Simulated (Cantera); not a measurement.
**Thermodynamics of chemical vapour transport, feed Al2O3 + HCl + H2**

Input: 1 mol Al2O3, 1.5 mol HCl, a varied amount of H2, held at 1675 K and 0.0940 bar.

Equilibrium computed with Cantera from the NASA thermochemical tables; the gas is ideal and each condensed phase is pure. Candidate condensed phases: Al, AlCl3, Al2O3, H2O; 29 gas species. The tables' values for AlCl2 are old estimates; treat these amounts as uncertain. The numbers say what is thermodynamically allowed, not how fast it happens.

| n(H2) (mol) | log p HCl | log p H2 | log p H2O | log p AlCl3 | log p Cl | n Al2O3(s) |
|---|---|---|---|---|---|---|
| 0.039 | -1.04 | -2.61 | -3.22 | -3.40 | -3.78 | 0.997 |
| 0.066 | -1.05 | -2.40 | -3.23 | -3.41 | -3.90 | 0.997 |
| 0.11 | -1.06 | -2.19 | -3.24 | -3.42 | -4.01 | 0.997 |
| 0.19 | -1.08 | -1.97 | -3.27 | -3.45 | -4.14 | 0.997 |
| 0.33 | -1.12 | -1.77 | -3.31 | -3.49 | -4.28 | 0.997 |
| 0.56 | -1.17 | -1.59 | -3.37 | -3.56 | -4.42 | 0.997 |
| 0.96 | -1.25 | -1.44 | -3.46 | -3.65 | -4.57 | 0.997 |
log p: log10 of the partial pressure in bar; n: condensed amount in mol.

From 0.039 mol H2 to 0.96 mol H2 the condensed part is Al2O3(s). The main Al-bearing gas is AlCl3 throughout.
